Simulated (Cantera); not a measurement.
Cantera with NASA thermochemical tables; ideal gases at 1 bar, condensed phases pure. Values are per mole of reaction as written; species without (g) are pure solids or liquids, kept so even where they would boil at 1 bar.

Question: Between 300 and 2400 K, where is each reaction favourable under standard conditions?
- 2 H2O2(g) ⇌ O2(g) + 2 H2O(g)

Answer: 
- 2 H2O2(g) ⇌ O2(g) + 2 H2O(g): ΔG° is -245 kJ at 300 K and -481 kJ at 2400 K; it stays negative (K > 1). ΔH° is -222 kJ and ΔS° 108 J/K at 2400 K.
